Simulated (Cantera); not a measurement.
Gas mixture: 46.1 % N2O, 39.5 % H2O, 14.5 % CO2, at 1.80 bar, frozen composition.

Cantera's kinetic-theory transport with the Lennard-Jones parameters of GRI-Mech 3.0, ideal gas; thermal conductivity in the multicomponent form. Polar gases are described roughly by these parameters. The composition is frozen, though it would react at the higher temperatures.

D: mixture-averaged diffusion coefficient of that species in the mixture.

```
T (K)  ρ (kg/m³)  cp (J/kg/K)  μ (µPa s)  λ (mW/m/K)     Pr  D (cm²/s) CH3  D (cm²/s) C2H2  D (cm²/s) NH3
-----  ---------  -----------  ---------  ----------  -----  -------------  --------------  -------------
400         1.83         1161       18.0        30.5  0.686          0.186           0.135          0.172
600         1.22         1289       26.0        49.0  0.684          0.389           0.285          0.381
800        0.913         1389        ___         ___  0.683            ___             ___            ___
1000       0.731         1469        ___         ___  0.682            ___             ___            ___
1200       0.609         1532       45.7         103  0.679           1.29           0.966           1.37
1400       0.522         1585       51.3         120  0.677           1.68            1.26           1.81
1600       0.457         1630       56.6         137  0.676           2.10            1.58           2.28
1800       0.406         1668       61.7         153  0.674           2.56            1.92           2.80
```

Q: Fill in the missing entries.

A: 
- 800, μ (µPa s): 33.2
- 800, λ (mW/m/K): 67.5
- 800, D (cm²/s) CH3: 0.645
- 800, D (cm²/s) C2H2: 0.478
- 800, D (cm²/s) NH3: 0.656
- 1000, μ (µPa s): 39.7
- 1000, λ (mW/m/K): 85.6
- 1000, D (cm²/s) CH3: 0.948
- 1000, D (cm²/s) C2H2: 0.706
- 1000, D (cm²/s) NH3: 0.989
